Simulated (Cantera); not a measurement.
Adiabatic ignition

An adiabatic, constant-pressure homogeneous reactor starts with CH4 : O2 : N2 = 1 : 1.18 : 4.42 (molar parts), at 1225 K and 71000 Pa.

Detailed kinetics in Cantera: GRI-Mech 3.0 (53 species, 325 reactions).

| t (s) | T (K) | x CH4 | x O2 | x NO | x H2 | x CH2O | x HCO |
|---|---|---|---|---|---|---|---|
| 2.00e-6 | 1225 | 0.152 | 0.179 | <1e-12 | 2.98e-11 | 2.31e-12 | <1e-12 |
| 5.72e-6 | 1225 | 0.152 | 0.179 | <1e-12 | 1.22e-10 | 1.98e-11 | <1e-12 |
| 1.64e-5 | 1225 | 0.152 | 0.179 | <1e-12 | 4.07e-10 | 1.67e-10 | <1e-12 |
| 4.68e-5 | 1225 | 0.152 | 0.179 | <1e-12 | 1.36e-9 | 1.41e-9 | <1e-12 |
| 0.000134 | 1225 | 0.152 | 0.179 | <1e-12 | 5.35e-9 | 1.23e-8 | <1e-12 |
| 0.000383 | 1225 | 0.152 | 0.179 | <1e-12 | 3.17e-8 | 1.24e-7 | <1e-12 |
| 0.00110 | 1225 | 0.152 | 0.179 | <1e-12 | 3.53e-7 | 1.62e-6 | 1.42e-12 |
| 0.00313 | 1225 | 0.151 | 0.179 | <1e-12 | 3.93e-6 | 1.84e-5 | 2.59e-11 |
| 0.00896 | 1226 | 0.151 | 0.179 | <1e-12 | 2.48e-5 | 9.76e-5 | 1.69e-10 |
| 0.0256 | 1230 | 0.150 | 0.178 | <1e-12 | 0.000204 | 0.000459 | 1.31e-9 |
| 0.0733 | 2452 | 1.77e-12 | 6.31e-5 | 0.000260 | 0.109 | 3.36e-9 | 9.41e-8 |
| 0.210 | 2452 | 1.78e-12 | 6.28e-5 | 0.000317 | 0.109 | 3.36e-9 | 9.40e-8 |
| 0.600 | 2452 | 1.78e-12 | 6.28e-5 | 0.000317 | 0.109 | 3.36e-9 | 9.40e-8 |
x: mole fraction; the columns are a selection and need not sum to one.

- time of steepest temperature rise = 57.1 ms
- temperature at 0.600 s = 2452 K
- equilibrium temperature = 2452 K
- x(CH4) at 0.600 s = 1.78e-12 (gas-phase equilibrium 2.01e-12)
- x(O2) at 0.600 s = 6.28e-5 (gas-phase equilibrium 6.28e-5)
- x(NO) at 0.600 s = 0.000317 (gas-phase equilibrium 0.000317)
